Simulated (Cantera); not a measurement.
An isothermal, constant-pressure homogeneous reactor starts with 3.57 % H2, 96.4 % O2, equivalence ratio 0.018, at 1198 K and 2600 Pa.

Computed with Cantera and the H2/O2 subset of GRI-Mech 3.0, which has no nitrogen chemistry. Radical loss at walls, strong at low pressure, is not modelled. The temperature is held fixed by assumption; the heat of reaction is taken as removed at once.

x: mole fraction; the columns are a selection and need not sum to one.

```json
[
 {"t (s)": "4.00e-6", "x H2": "0.0357", "x O2": "0.964", "x HO2": "2.37e-10", "x H2O": "<1e-12", "x H": "2.18e-10"},
 {"t (s)": "2.08e-5", "x H2": "0.0357", "x O2": "0.964", "x HO2": "1.24e-9", "x H2O": "6.40e-11", "x H": "8.66e-10"},
 {"t (s)": "0.000108", "x H2": "0.0357", "x O2": "0.964", "x HO2": "6.46e-9", "x H2O": "4.94e-9", "x H": "…"},
 {"t (s)": "0.000562", "x H2": "0.0357", "x O2": "0.964", "x HO2": "4.36e-8", "x H2O": "1.92e-6", "x H": "…"},
 {"t (s)": "0.00292", "x H2": "0.000535", "x O2": "0.938", "x HO2": "5.31e-6", "x H2O": "0.0319", "x H": "…"},
 {"t (s)": "0.0152", "x H2": "0.000216", "x O2": "0.952", "x HO2": "4.04e-6", "x H2O": "0.0344", "x H": "…"},
 {"t (s)": "0.0790", "x H2": "2.61e-5", "x O2": "0.962", "x HO2": "1.46e-6", "x H2O": "0.0359", "x H": "…"},
 {"t (s)": "0.411", "x H2": "1.46e-6", "x O2": "0.964", "x HO2": "1.94e-7", "x H2O": "0.0363", "x H": "…"},
 {"t (s)": "2.13", "x H2": "1.12e-7", "x O2": "0.964", "x HO2": "2.21e-8", "x H2O": "0.0363", "x H": "…"},
 {"t (s)": "11.1", "x H2": "1.37e-8", "x O2": "0.964", "x HO2": "7.17e-9", "x H2O": "0.0363", "x H": "6.68e-10"},
 {"t (s)": "57.7", "x H2": "3.27e-9", "x O2": "0.964", "x HO2": "9.40e-9", "x H2O": "0.0363", "x H": "7.87e-11"},
 {"t (s)": "300", "x H2": "2.82e-9", "x O2": "0.964", "x HO2": "9.95e-9", "x H2O": "0.0363", "x H": "6.30e-11"}
]
```

### Question
Fill in the missing entries.

### Answer

- 0.000108, x H: 3.82e-9
- 0.000562, x H: 5.07e-7
- 0.00292, x H: 0.00411
- 0.0152, x H: 0.00123
- 0.0790, x H: 5.05e-5
- 0.411, x H: 6.92e-7
- 2.13, x H: 1.51e-8
